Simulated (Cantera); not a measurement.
A closed system holds: 1 mol Fe, 0.11 mol HCl, 0.016 mol O₂, equilibrated at 100 Torr.

Method: chemical equilibrium by Gibbs-energy minimisation in Cantera with the NASA 1993 tables (ideal gas, pure condensed phases). Candidate condensed phases: Fe, FeCl₂, FeCl₃, FeO, Fe(OH)₂, Fe(OH)₃, Fe₂O₃, Fe₃O₄, H₂O; 22 gas species. Mutual solubility and eutectic melting of coexisting phases are not modelled. The tables' stoichiometric FeO is somewhat more stable than real wüstite, so its field is too wide. FeO: taken at fixed stoichiometry. Equilibrium is a limit: real reactors are often held back by kinetics, nucleation or transport. All values below are at 1423 K.

Base state: HCl 0.345, FeCl₂ 0.326, H₂ 0.237, H₂O 0.0913, Fe₂Cl₄ 0.00102, FeCl₃ 7.39e-5, Cl 1.06e-5 (mole fractions); condensed: Fe(γ) + FeO(s).

What changes in the equilibrium state with this change: pressure from 100 Torr to 75.0 Torr?


| species | before | after |
|---|---|---|
| HCl | 0.345 | 0.345 |
| FeCl₂ | 0.326 | 0.326 |
| H₂ | 0.237 | 0.237 |
| Fe₂Cl₄ | 0.00102 | 0.000769 |
| H₂O | 0.0913 | 0.0912 |
| Cl | 1.06e-5 | 1.22e-5 |
| H | 8.85e-6 | 1.02e-5 |
| FeCl₃ | 7.39e-5 | 6.41e-5 |
| Fe(γ), mol | 0.942 | 0.942 |
| FeO(s), mol | 0.0220 | 0.0220 |
